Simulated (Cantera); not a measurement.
Input: 1 mol Ta₂O₅, 9.1 mol CO, 9 mol H₂, held at 2423.15 K and 8.70 mbar.

Cantera equilibrium calculation (NASA polynomials, part measured and part estimated; ideal gas, pure solids and liquids). Candidate condensed phases: C, C₆H₆, C₇H₈, C₈H₁₈, H₂O, Ta, TaC, Ta₂O₅; 113 gas species. Equilibrium is a limit: real reactors are often held back by kinetics, nucleation or transport.

Base state: CO 0.462, H₂ 0.390, H 0.119, TaO₂ 0.0175, H₂O 0.00841, CO₂ 0.00166, TaO 0.00127, OH 0.000484 (mole fractions); condensed: Ta₂O₅(l).

Problem. What changes in the equilibrium state with this change: CO from 9.1 to 2.3 mol?

Solution. 
```json
[
 {"species": "H₂", "before": "0.390", "after": "0.632"},
 {"species": "CO", "before": "0.462", "after": "0.183"},
 {"species": "H", "before": "0.119", "after": "0.151"},
 {"species": "H₂O", "before": "0.00841", "after": "0.0111"},
 {"species": "TaO₂", "before": "0.0175", "after": "0.0193"},
 {"species": "CO₂", "before": "0.00166", "after": "0.000540"},
 {"species": "TaO", "before": "0.00127", "after": "0.00173"},
 {"species": "O", "before": "9.84e-5", "after": "8.04e-5"},
 {"species": "OH", "before": "0.000484", "after": "0.000504"},
 {"species": "Ta₂O₅(l), mol", "before": "0.816", "after": "0.868"}
]
```

Problem. What changes in the equilibrium state with this change: H₂ from 9 to 0.3 mol?

Solution. 
```json
[
 {"species": "CO", "before": "0.462", "after": "0.936"},
 {"species": "H", "before": "0.119", "after": "0.0253"},
 {"species": "H₂", "before": "0.390", "after": "0.0176"},
 {"species": "TaO₂", "before": "0.0175", "after": "0.0129"},
 {"species": "H₂O", "before": "0.00841", "after": "0.000695"},
 {"species": "CO₂", "before": "0.00166", "after": "0.00617"},
 {"species": "OH", "before": "0.000484", "after": "0.000188"},
 {"species": "Ta₂O₅(l), mol", "before": "0.816", "after": "0.935"}
]
```
